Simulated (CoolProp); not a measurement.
Vapour-liquid equilibrium of benzene (1) + dimethyl carbonate (2) at 0.257 MPa; x and y are mole fractions of (1).

Computed with CoolProp (multi-fluid Helmholtz-energy mixture model, Thol 2012 and Zhou 2011; pair parameters Bell 2016).

```tsv
x	bubble temperature (K)	y at the bubble point	dew temperature at overall composition x (K)	liquid density (mol/L)
0.05	394.4	0.075	394.8	10.27
0.125	393.0	0.176	393.7	10.24
0.2	391.7	0.265	392.6	10.21
0.275	390.6	0.346	391.6	10.18
0.35	389.7	0.420	390.6	10.15
0.425	388.9	0.489	389.6	10.12
0.5	388.3	0.555	388.8	10.09
0.575	387.7	0.618	388.1	10.06
0.65	387.3	0.681	387.5	10.03
0.725	387.0	0.744	387.1	10.01
0.8	386.8	0.808	386.8	9.982
0.875	386.7	0.876	386.7	9.957
0.95	386.7	0.948	386.7	9.932
```

y crosses x between x = 0.875 and 0.95: the model has an azeotrope there.

Pair parameters are fitted to limited data, so mixtures are less certain than the pure fluids.
